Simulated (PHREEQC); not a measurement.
# Copper plating or etch bath: an equilibrium model

Dissolve 0.0026 mol/kgw CuSO4, 0.0016 mol/kgw HBF4 and 0.024 mol/kgw H3BO3 at 20 °C. Closed to the air; pH follows from the charge balance.

All values are PHREEQC results (ion-association model, phreeqc.dat), not measurements.

```
Property                   Value
----------------  --------------
pH                          2.79
ionic strength    0.0104 mol/kgw
total alkalinity    -6.40 meq/kg
```

```csv
species,molality,activity,log γ
H3BO3,0.0241,0.0242,0.001
Cu+2,0.00220,0.00148,-0.172
SO4-2,0.00200,0.00133,-0.177
H+,0.00177,0.00162,-0.040
HF,0.000970,0.000972,0.001
BF4-,0.000843,0.000760,-0.045
F-,0.000488,0.000438,-0.046
CuSO4,0.000388,0.000389,0.001
BF2(OH)2-,0.000340,0.000306,-0.045
BF3OH-,0.000290,0.000261,-0.045
HSO4-,0.000209,0.000188,-0.045
CuF+,1.25e-5,1.13e-5,-0.045
```

Precipitation was switched off in this run. Real BF4- forms and hydrolyses slowly; the run takes it at equilibrium.
